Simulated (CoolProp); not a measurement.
A simple Rankine cycle with isohexane: condensing at 295.15 K, boiler at 2.63 MPa, turbine inlet 502.9 K, turbine efficiency 0.7, pump efficiency 0.8, no recuperator. Each further row changes one setting.

Computed with CoolProp (reference Helmholtz-energy equation of state, Lemmon 2006). It is a short technical equation, of lower accuracy than the large ones.

```
case                             thermal efficiency (%)  net work (kJ/kg)  heat in (kJ/kg)  turbine exit temperature (K)  volume ratio over the turbine
-------------------------------  ----------------------  ----------------  ---------------  ----------------------------  -----------------------------
as stated                                          16.9               120              711                         419.5                            148
turbine inlet 522.9 K                              16.7               130                ?                             ?                            131
condensing temperature 287.15 K                       ?               130              729                             ?                            208
boiler pressure 1.84 MPa                              ?               120              744                         434.5                           84.2
turbine efficiency 0.6                             14.4                 ?              711                         427.5                            151
```

Q: Some entries are withheld; supply them.

A: 
- turbine inlet 522.9 K, heat in (kJ/kg): 777
- turbine inlet 522.9 K, turbine exit temperature (K): 444.4
- condensing temperature 287.15 K, thermal efficiency (%): 17.8
- condensing temperature 287.15 K, turbine exit temperature (K): 415.2
- boiler pressure 1.84 MPa, thermal efficiency (%): 16.1
- turbine efficiency 0.6, net work (kJ/kg): 103
